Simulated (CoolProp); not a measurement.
Vapour pressure (MPa) of R21: the reference equation beside estimates from Tc = 179.6 °C, pc = 5.289 MPa, ω = 0.206. Clausius-Clapeyron is anchored at 104.85 °C with a constant enthalpy of vaporisation of 17.78 kJ/mol.

Model: reference Helmholtz-energy equation of state, Platzer 1990, in CoolProp. This equation is an older, rougher fit; its heat capacities, sound speeds and derivatives of the liquid may be far off and weren't checked against measurements.

| T (°C) | reference | Lee-Kesler | Clausius-Clapeyron | Soave-Redlich-Kwong |
|---|---|---|---|---|
| 51.55 | 0.4142 | 0.4125 | 0.5798 | 0.4124 |
| 62.25 | 0.5532 | 0.5517 | 0.7153 | 0.5520 |
| 72.85 | 0.7226 | 0.7213 | ___ | 0.7228 |
| 83.55 | 0.9297 | 0.9287 | 1.047 | ___ |
| 94.15 | ___ | 1.174 | 1.244 | 1.182 |
| 104.85 | 1.467 | 1.467 | 1.467 | 1.480 |
| 115.45 | 1.806 | 1.807 | 1.712 | 1.826 |
| 126.05 | 2.199 | 2.201 | 1.981 | 2.228 |
| 136.75 | 2.656 | 2.660 | 2.279 | 2.695 |
| 147.35 | ___ | 3.184 | ___ | 3.224 |
| 158.05 | 3.778 | 3.790 | 2.948 | 3.830 |
| 168.65 | 4.462 | 4.477 | 3.321 | 4.506 |

**Question.** Complete the blanks.

**Answer.** 
- 72.85, Clausius-Clapeyron: 0.8696
- 83.55, Soave-Redlich-Kwong: 0.9325
- 94.15, reference: 1.175
- 147.35, reference: 3.176
- 147.35, Clausius-Clapeyron: 2.599

Absolute difference from the reference over all 12 rows, mean and median: Lee-Kesler 0.2 and 0.2 %, Clausius-Clapeyron 16.9 and 16.2 %, Soave-Redlich-Kwong 0.9 and 0.9 %.
